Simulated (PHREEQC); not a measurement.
A PHREEQC input (ion-association model, wateq4f.dat):

```
SOLUTION 1
  temp 25
  units mg/L
  pH 8.39
  pe 12.2
  Na 12.6
  K 1.12
  Ca 32
  Mg 0.395
  Cl 38
  S(6) 41.2 as SO4
  Alkalinity 15.6 as HCO3 charge
  Pb 0.132
  Zn 0.269
  Br 0.391
END
USE solution 1
EQUILIBRIUM_PHASES 1
  CO2(g) -3.4 10
END
```

It stops with these messages:

```
ERROR: Alkalinity cannot be used with charge balance or solution phase boundary constraints.
ERROR: Program terminating due to input errors.
```

The fault: charge balance asked on alkalinity. The line should read `as HCO3` where the input has `as HCO3 charge`. With the mend the run ends at pH 7.59 and ionic strength 0.00329 mol/kgw.
